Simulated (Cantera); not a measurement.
**Catalytic combustion on Pt**

An isothermal plug-flow reactor at 975 K and 323 Torr (inlet), inlet velocity 0.83 m/s, active area per volume 310 1/m; feed CO : O₂ : N₂ = 0.0052 : 0.047 : 0.79 (molar parts).

Model: Deutschmann's 1995 Pt surface mechanism with GRI-Mech 3.0 gas chemistry, integrated in Cantera. Catalytic surfaces can have several steady states; this one follows from the mechanism file's or the stated starting coverage. Mass transfer to the wall is taken as infinitely fast.

```tsv
z (m)	x CO	x O₂	x H₂O	x CO₂	θ free Pt	θ O*
3.9e-05	0.00200	0.0538	<1e-12	0.00419	0.315	0.684
6.6e-05	0.00148	0.0536	<1e-12	0.00471	0.288	0.711
0.00011	0.000968	0.0533	<1e-12	0.00522	0.271	0.729
0.00018	0.000526	0.0531	<1e-12	0.00567	0.259	0.741
0.00031	0.000184	0.0530	<1e-12	0.00601	0.251	0.749
0.00051	3.86e-5	0.0529	<1e-12	0.00615	0.248	0.752
0.00085	2.81e-6	0.0529	<1e-12	0.00619	0.248	0.752
0.0014	4.09e-8	0.0529	<1e-12	0.00619	0.248	0.752
0.0024	1.87e-11	0.0529	<1e-12	0.00619	0.248	0.752
0.0039	<1e-12	0.0529	<1e-12	0.00619	0.248	0.752
```
x: gas mole fraction; θ: surface coverage.
